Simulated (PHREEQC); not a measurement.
A made-up water analysis in mg/L, 25 °C, pH 8.45, pe 8.6: Na 4.35; K 0.0768; Ca 4.96; Mg 6.72; Cl 11.5; S(6) as SO4 1.99; Alkalinity as HCO3 37.5; F 0.0151.

Valence states are taken as typed.

Model: ion-association model, phreeqc.dat, run in PHREEQC.

```yaml
ionic_strength: 0.00140 mol/kgw
specific_conductance: 104 µS/cm
charge_balance_error: 0.5 %
```

| species | molality | activity | log γ |
|---|---|---|---|
| HCO3- | 0.000586 | 0.000562 | -0.018 |
| Cl- | 0.000324 | 0.000311 | -0.018 |
| Mg+2 | 0.000272 | 0.000231 | -0.071 |
| Na+ | 0.000189 | 0.000181 | -0.018 |
| Ca+2 | 0.000121 | 0.000103 | -0.072 |
| SO4-2 | 1.95e-5 | 1.65e-5 | -0.072 |
| CO3-2 | 8.76e-6 | 7.43e-6 | -0.072 |
| CO2 | 4.48e-6 | 4.48e-6 | 0.000 |
| OH- | 2.97e-6 | 2.85e-6 | -0.018 |
| K+ | 1.96e-6 | 1.88e-6 | -0.018 |
| MgCO3 | 1.64e-6 | 1.64e-6 | 0.000 |
| MgHCO3+ | 1.58e-6 | 1.52e-6 | -0.018 |
| CaCO3 | 1.28e-6 | 1.28e-6 | 0.000 |
| MgSO4 | 8.94e-7 | 8.95e-7 | 0.000 |

This is a speciation only: nothing precipitates in the calculation.
